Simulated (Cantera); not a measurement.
A closed system holds: 1 mol C2F6, a varied amount of HCl, held at 2848 K and 150 Pa.

Cantera equilibrium calculation (NASA polynomials, part measured and part estimated; ideal gas, pure solids and liquids). Candidate condensed phases: C, C6H6, C7H8, C8H18; 118 gas species. The feed counts by its element totals alone. The numbers say what is thermodynamically allowed, not how fast it happens.

x: gas mole fraction; n: condensed amount in mol.

| n(HCl) (mol) | x F | x Cl | x HF | x CF | x C3 | x CF2 | x H | n C(graphite) |
|---|---|---|---|---|---|---|---|---|
| 0.072 | 0.844 | 0.0114 | 0.0111 | 0.0699 | 0.0376 | 0.0142 | 0.000378 | 0.652 |
| 0.27 | 0.790 | 0.0414 | 0.0399 | 0.0655 | 0.0376 | 0.0124 | 0.00146 | 0.644 |
| 0.46 | 0.742 | [?] | [?] | 0.0615 | 0.0376 | [?] | [?] | 0.636 |
| 0.65 | 0.696 | 0.0934 | 0.0897 | 0.0577 | 0.0376 | 0.00967 | 0.00371 | 0.628 |
| 0.85 | 0.652 | 0.118 | 0.113 | 0.0540 | 0.0376 | 0.00846 | 0.00501 | 0.618 |
| 1 | 0.620 | 0.136 | 0.130 | 0.0514 | 0.0376 | 0.00766 | 0.00603 | 0.610 |
| 1.2 | 0.580 | [?] | [?] | 0.0480 | 0.0376 | [?] | [?] | 0.599 |
| 1.4 | 0.542 | 0.179 | 0.170 | 0.0449 | 0.0376 | 0.00585 | 0.00903 | 0.587 |
| 1.6 | 0.506 | 0.198 | 0.188 | 0.0419 | 0.0376 | 0.00511 | 0.0107 | 0.575 |

Q: Some entries are withheld; supply them.

A: 
- 0.46, x Cl: 0.0683
- 0.46, x HF: 0.0657
- 0.46, x CF2: 0.0110
- 0.46, x H: 0.00255
- 1.2, x Cl: 0.158
- 1.2, x HF: 0.151
- 1.2, x CF2: 0.00670
- 1.2, x H: 0.00748
